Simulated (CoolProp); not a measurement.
n-heptane along the isobar 0.101 MPa: fugacity coefficient from the reference equation and from simpler models built on Tc = 541.2 K, pc = 2.774 MPa, ω = 0.349; each cubic takes its own stable root.

Model: reference Helmholtz-energy equation of state, Span 2003, in CoolProp. It is a short technical equation, of lower accuracy than the large ones.

```tsv
T (K)	phase	reference
240.8	liquid	0.001489
280.8	liquid	0.02384
320.7	liquid	0.1672
360.6	liquid	0.6912
400.6	gas	0.9621
440.5	gas	0.9732
480.5	gas	0.9805
520.4	gas	0.9853
```

**Question.** How far does each simpler model (Redlich-Kwong, Peng-Robinson) lie from the reference over these 8 states: mean and median of the absolute difference, and the worst?

**Answer.** 
- Redlich-Kwong: mean 145.9 %, median 20.1 %, worst +610.5 % at 240.8 K and 0.101 MPa
- Peng-Robinson: mean 2.1 %, median 0.2 %, worst +11.9 % at 240.8 K and 0.101 MPa

At some of these states Redlich-Kwong gives the other phase, because its saturation line lies elsewhere.
